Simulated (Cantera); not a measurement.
Feed: 1 mol SiHCl₃, 0.23 mol Cl₂, 15 mol N₂, at 1373.15 K.

These are equilibrium values from Cantera (NASA tables, ideal gas, pure condensed phases), not measurements of a reactor. Candidate condensed phases: NH₄Cl, Si, Si₃N₄; 28 gas species. N₂ is the only nitrogen source here; it is nearly inert below about 1500 K, so the nitride shown seldom forms there in practice. The tables' values for SiCl₃ are old estimates; treat these amounts as uncertain. Kinetics and transport are ignored.

x: gas mole fraction; n: condensed amount in mol.

```json
[
 {"P (Pa)": "100", "x N₂": "0.884", "x HCl": "0.0551", "x SiCl₄": "0.0107", "x SiCl₂": "0.0388", "x SiCl₃": "0.00946", "x H₂": "0.00190", "n Si₃N₄(s)": "0"},
 {"P (Pa)": "350", "x N₂": "0.889", "x HCl": "0.0536", "x SiCl₄": "0.0165", "x SiCl₂": "0.0280", "x SiCl₃": "0.01000", "x H₂": "0.00293", "n Si₃N₄(s)": "0.0275"},
 {"P (Pa)": "1300", "x N₂": "0.896", "x HCl": "0.0543", "x SiCl₄": "…", "x SiCl₂": "…", "x SiCl₃": "0.00823", "x H₂": "0.00296", "n Si₃N₄(s)": "…"},
 {"P (Pa)": "4500", "x N₂": "0.900", "x HCl": "0.0541", "x SiCl₄": "…", "x SiCl₂": "…", "x SiCl₃": "0.00570", "x H₂": "…", "n Si₃N₄(s)": "…"},
 {"P (Pa)": "16000", "x N₂": "0.902", "x HCl": "0.0534", "x SiCl₄": "0.0357", "x SiCl₂": "0.00170", "x SiCl₃": "0.00362", "x H₂": "0.00372", "n Si₃N₄(s)": "0.108"},
 {"P (Pa)": "56000", "x N₂": "0.903", "x HCl": "0.0523", "x SiCl₄": "0.0376", "x SiCl₂": "0.000613", "x SiCl₃": "0.00223", "x H₂": "0.00429", "n Si₃N₄(s)": "0.111"},
 {"P (Pa)": "200000", "x N₂": "0.903", "x HCl": "0.0510", "x SiCl₄": "0.0388", "x SiCl₂": "0.000216", "x SiCl₃": "0.00135", "x H₂": "0.00496", "n Si₃N₄(s)": "0.112"}
]
```

Problem. Fill in the missing entries.

Solution. 
- 4500, x SiCl₄: 0.0323
- 4500, x SiCl₂: 0.00465
- 4500, x H₂: 0.00326
- 4500, n Si₃N₄(s): 0.0985
- 1300, x SiCl₄: 0.0264
- 1300, x SiCl₂: 0.0118
- 1300, n Si₃N₄(s): 0.0759
